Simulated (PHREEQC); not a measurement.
Consider water at 17 °C with 5.5e-05 mol/kgw H4SiO4. Closed to the air; pH follows from the charge balance.

All values are PHREEQC results (Pitzer model, pitzer.dat), not measurements.

Precipitation was switched off in this run.

Problem. Estimate the pH, ionic strength, osmotic coefficient.

Solution. pH 6.97; ionic strength 1.07e-7 mol/kgw; osmotic coefficient 1.000.

Complexes and solids missing from the database can't appear.
